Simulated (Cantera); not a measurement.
# Moist CO burnout

An isothermal, constant-pressure homogeneous reactor starts with 0.201 % CO, 4.11 % O2, 0.0669 % H2O, 95.6 % N2, at 1023 K and 3.16 atm.

Model: GRI-Mech 3.0 (53 species, 325 reactions), integrated in Cantera.

```
t (s)         x CO    x O2     x H2O     x NO2    x H2O2       x O
--------  --------  ------  --------  --------  --------  --------
0.000200   0.00201  0.0411  0.000669    <1e-12    <1e-12  9.27e-11
0.00103    0.00201  0.0411  0.000669    <1e-12    <1e-12  4.31e-10
0.00532    0.00201  0.0411  0.000669    <1e-12    <1e-12   1.42e-9
0.0274     0.00201  0.0411  0.000669    <1e-12  9.27e-12   2.93e-9
0.141      0.00200  0.0411  0.000669    <1e-12   4.91e-9   2.54e-8
0.729      0.00186  0.0410  0.000669  1.60e-11   4.21e-8   5.85e-8
3.76       0.00125  0.0408  0.000669  5.23e-10   3.04e-8   4.66e-8
19.4      0.000237  0.0403  0.000670   5.27e-9   5.93e-9   1.63e-8
100        1.40e-6  0.0402  0.000670   8.90e-9  7.08e-12  4.11e-10
```
x: mole fraction; the columns are a selection and need not sum to one.

Equilibrium at this temperature and pressure: CO <1e-12, O2 0.0401, H2O 0.000670, NO2 6.96e-7, H2O2 <1e-12, O 3.51e-11 (gas phase only).
